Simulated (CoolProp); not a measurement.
Isobutene along the isobar 1.44 MPa: density (kg/m³) from the reference equation and from simpler models built on Tc = 144.9 °C, pc = 4.016 MPa, ω = 0.193; each cubic takes its own stable root.

The numbers come from the reference Helmholtz-energy equation of state, Lemmon 2005 in CoolProp. It is a short technical equation, of lower accuracy than the large ones.

```tsv
T (°C)	phase	reference
-116.15	liquid	742.2
-104.85	liquid	730.7
-93.45	liquid	719.1
-82.15	liquid	707.6
-70.85	liquid	696.1
-59.45	liquid	684.3
-48.15	liquid	672.6
-36.75	liquid	660.6
-25.45	liquid	648.5
-14.05	liquid	636.1
-2.75	liquid	623.4
8.55	liquid	610.4
19.95	liquid	596.7
```

How far does each simpler model (van der Waals, Redlich-Kwong, Soave-Redlich-Kwong, Peng-Robinson) lie from the reference over these 13 states: mean and median of the absolute difference, and the worst?


- van der Waals: mean 38.0 %, median 37.9 %, worst -38.9 % at -116.15 °C and 1.44 MPa
- Redlich-Kwong: mean 8.6 %, median 8.5 %, worst -9.6 % at 19.95 °C and 1.44 MPa
- Soave-Redlich-Kwong: mean 7.2 %, median 7.0 %, worst -8.7 % at -116.15 °C and 1.44 MPa
- Peng-Robinson: mean 4.5 %, median 4.9 %, worst +5.4 % at -2.75 °C and 1.44 MPa
